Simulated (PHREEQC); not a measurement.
Consider water at 25 °C with 120 mmol/kgw CuSO4, 8.9 mmol/kgw HNO3 and 48 mmol/kgw NaCl. It is in equilibrium with CO2 at log p = -3.5 (atm). Otherwise closed; pH follows from the charge balance.

Computed with PHREEQC (ion-association model, phreeqc.dat).

| quantity | before | after |
|---|---|---|
| pH | 2.56 | 3.26 |
| ionic strength (mol/kgw) | 0.305 | 0.0388 |
| SO4-2 (mol/kgw) | 0.0588 | 0.00813 |
| Na+ (mol/kgw) | 0.0447 | 0.00470 |
| HSO4- (mol/kgw) | 0.00537 | 0.000256 |
| SI of Halite (NaCl) | -4.56 | -6.38 |

Task: Name the change that produced these shifts.
A. temperature from 25 to 90 °C
B. temperature from 25 to 60 °C
C. CuSO4 replaced by K2SO4 at the same molality
D. diluted 5-fold with water
E. diluted 10-fold with water

Result: E, diluted 10-fold with water

This is a speciation only: nothing precipitates in the calculation.
